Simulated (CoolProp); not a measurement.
Properties of C2F6 (R116) at several states (Tc = 19.9 °C, pc = 3048 kPa, ω = 0.257).

Values from CoolProp's reference Helmholtz-energy equation of state, Lemmon 2006. It is a short technical equation, of lower accuracy than the large ones.

| T (°C) | p (kPa) | phase | Z | cp (kJ/(kg K)) | isothermal compressibility (1/MPa) | viscosity (µPa s) | Prandtl number | fugacity coefficient |
|---|---|---|---|---|---|---|---|---|
| 35.95 | 156 | gas | 0.9857 | 0.7945 | 6.504 | 14.6 | 0.743 | 0.9859 |
| -89.35 | 146 | liquid | 0.007972 | 0.9151 | 0.002435 | 528 | 5.98 | 0.3547 |
| -65.35 | 105 | gas | 0.9626 | 0.6331 | 9.909 | 9.75 | 0.745 | 0.9640 |

Viscosity comes from a separate model (Huber 2003), an estimate that may be off by 10 % or more. Thermal conductivity comes from a separate model (Huber 2003), an estimate that may be off by 10 % or more.
